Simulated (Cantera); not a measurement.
A Cantera script and its output.

```python
import numpy as np
import cantera as ct

gas = ct.Solution("gri30.yaml")
gas.TPX = 1725, 100000, {'C3H8': 1, 'H2': 51}
inlet = ct.Reservoir(gas, clone=True)

reactor = ct.IdealGasConstPressureReactor(gas, energy="off", clone=False)
exhaust = ct.Reservoir(gas, clone=True)
tau = [0.79, 0.25, 0.082, 0.027, 0.0086, 0.0028, 0.0009][0]
for a, b in ((inlet, reactor), (reactor, exhaust)):
    ct.MassFlowController(a, b, mdot=lambda t: reactor.mass / tau)
net = ct.ReactorNet([reactor])
show = ['C3H8', 'H2', 'C2H6', 'C2H4', 'H']

rows = []
print(f"{'tau/s':>10s}{'T/K':>9s}" + "".join(f"{s:>11s}" for s in show))
for tau in [0.79, 0.25, 0.082, 0.027, 0.0086, 0.0028, 0.0009]:
    net.initial_time = 0.0
    net.advance(30 * tau)
    before = gas.X
    net.advance(40 * tau)
    drift = np.max(np.abs(gas.X - before) / (gas.X + 1e-9))
    rows.append([gas.T, *gas[show].X, drift])
    print(f"{tau:10.3e}{gas.T:9.1f}" + "".join(f"{x:11.3e}" for x in gas[show].X))
```

Output:

```
     tau/s      T/K       C3H8         H2       C2H6       C2H4          H
 7.900e-01   1725.0  2.837e-07  9.646e-01  1.692e-06  7.570e-04  1.863e-04
 2.500e-01   1725.0  8.868e-07  9.637e-01  2.121e-06  7.482e-04  1.913e-04
 8.200e-02   1725.0  2.629e-06  9.627e-01  3.076e-06  7.631e-04  2.043e-04
 2.700e-02   1725.0  7.483e-06  9.619e-01  5.068e-06  8.587e-04  2.352e-04
 8.600e-03   1725.0  2.073e-05  9.613e-01  9.123e-06  1.132e-03  2.999e-04
 2.800e-03   1725.0  5.321e-05  9.610e-01  1.627e-05  1.713e-03  4.070e-04
 9.000e-04   1725.0  1.330e-04  9.607e-01  2.838e-05  2.868e-03  5.650e-04
```

Detailed kinetics in Cantera: GRI-Mech 3.0 (53 species, 325 reactions). GRI-Mech 3.0 was tuned for natural gas; its chemistry of propane as a main component is partial and can be far from experiment. GRI-Mech 3.0 stops at C3 and has no aromatics, soot or wall deposition, so with more carbon than oxygen in the feed, carbon stays in small species such as C2H2 where larger ones or solid carbon would form.
